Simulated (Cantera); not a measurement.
A Cantera script and what it prints.

```python
import numpy as np
import cantera as ct

gas_names = """
    H HO2 H2 H2O H2O2 O OH O2 O3 Pb PbO Pb2
""".split()
cond_names = """
    H2O(s) H2O(L) Pb(cr) Pb(L) PbO(rd) PbO(yw) PbO(L) PbO2(s) Pb3O4(s)
""".split()


# ... load() reads the species with a 1 bar reference pressure and builds the phases ...
atoms = {
    'PbO': {'Pb': 1, 'O': 1},
    'H2': {'H': 2},
}
top_T = {'Pb3O4(s)': 820}  # K; cautious upper limits of use, not melting points


# ... equilibrate(T, P, feed) seeds the gas with the atoms and calls Mixture.equilibrate('TP', solver="vcs", rtol=1e-11, max_steps=5000) ...
results = []
feed = {'PbO': 1, 'H2': 0.13}  # mol
P = 450000  # Pa
for T in [1098, 1148, 1198, 1248, 1298, 1348, 1398, 1448, 1498, 1548]:
    mix = equilibrate(T, P, feed)
    results.append((T, P, feed, dict(zip(mix.species_names, mix.species_moles))))

top = {s: max(r[3][s] / sum(r[3][g] for g in gas_names) for r in results) for s in gas_names}
cols = sorted((s for s in top if top[s] > 1e-06), key=lambda s: -top[s])[:6]
seen = [c for c in cond_names if any(r[3].get(c, 0) > 1e-12 for r in results)]
print("log10 of partial pressures in bar; condensed amounts in mol")
print(f"{'T/K':>10s}" + "".join(f"{s[:9]:>10s}" for s in cols + seen))
for T, P, feed, n in results:
    ng = sum(n[g] for g in gas_names)
    print(f"{T:10.4g}" + "".join(f"{np.log10(max(n[s] / ng * P / 1e5, 1e-99)):10.3f}" for s in cols)
          + "".join(f"{n.get(c, 0):10.4g}" for c in seen))
```

Output:

```
log10 of partial pressures in bar; condensed amounts in mol
       T/K       H2O        Pb       PbO        H2        OH       Pb2     Pb(L)   PbO(yw)    PbO(L)
      1098     0.653    -3.933    -5.232    -3.035    -7.792    -8.857      0.13      0.87         0
      1148     0.653    -3.553    -4.664    -2.968    -7.231    -8.223      0.13      0.87         0
      1198     0.653    -3.205    -4.184    -2.868    -6.736    -7.643    0.1299         0      0.87
      1248     0.653    -2.886    -3.755    -2.764    -6.287    -7.111    0.1299         0      0.87
      1298     0.653    -2.592    -3.361    -2.666    -5.873    -6.621    0.1299         0      0.87
      1348     0.652    -2.321    -2.998    -2.573    -5.490    -6.169    0.1298         0      0.87
      1398     0.652    -2.069    -2.663    -2.486    -5.135    -5.751    0.1297         0      0.87
      1448     0.651    -1.836    -2.353    -2.404    -4.806    -5.363    0.1295         0      0.87
      1498     0.650    -1.618    -2.065    -2.327    -4.499    -5.002    0.1292         0    0.8699
      1548     0.647    -1.415    -1.798    -2.254    -4.213    -4.665    0.1287         0    0.8697
```

Equilibrium computed with Cantera from the NASA thermochemical tables; the gas is ideal and each condensed phase is pure. Each liquid is taken as pure. Mutual solubility and eutectic melting of coexisting phases are not modelled. Gases not in the tables: (PbO)n polymers.
